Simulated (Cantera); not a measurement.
Charge: 1 mol MgO, 0.011 mol HI, 0.47 mol O₂, equilibrated at 84.0 mbar.

Equilibrium computed with Cantera from the NASA thermochemical tables; the gas is ideal and each condensed phase is pure. Candidate condensed phases: H₂O, I₂, Mg, MgI₂, MgO, Mg(OH)₂; 20 gas species. The numbers say what is thermodynamically allowed, not how fast it happens.

x: gas mole fraction; n: condensed amount in mol.

| T (K) | x O₂ | x I | x H₂O | x I₂ | x OH | n MgO(s) |
|---|---|---|---|---|---|---|
| 700 | 0.977 | 0.000392 | 0.0115 | 0.0113 | 2.49e-11 | 1.00 |
| 800 | 0.976 | 0.00195 | 0.0115 | 0.0105 | 8.06e-10 | 1.00 |
| 900 | 0.974 | 0.00626 | 0.0115 | 0.00833 | 1.21e-8 | 1.00 |
| 1000 | 0.971 | ? | 0.0114 | ? | ? | 1.00 |
| 1100 | 0.968 | 0.0191 | 0.0114 | 0.00184 | 6.24e-7 | 1.00 |
| 1200 | 0.966 | 0.0216 | 0.0114 | 0.000578 | 2.75e-6 | 1.00 |
| 1300 | 0.966 | 0.0224 | 0.0114 | ? | ? | 1.00 |
| 1400 | 0.966 | 0.0226 | 0.0114 | 6.90e-5 | 2.82e-5 | 1.00 |
| 1500 | 0.966 | 0.0227 | 0.0113 | 2.85e-5 | 7.16e-5 | 1.00 |
| 1600 | 0.966 | 0.0227 | 0.0113 | 1.31e-5 | 0.000162 | 1.00 |
| 1700 | 0.966 | 0.0227 | 0.0112 | 6.60e-6 | 0.000331 | 1.00 |

Q: What belongs in the gaps?

A: 
- 1300, x I₂: 0.000188
- 1300, x OH: 9.63e-6
- 1000, x I: 0.0133
- 1000, x I₂: 0.00479
- 1000, x OH: 1.06e-7
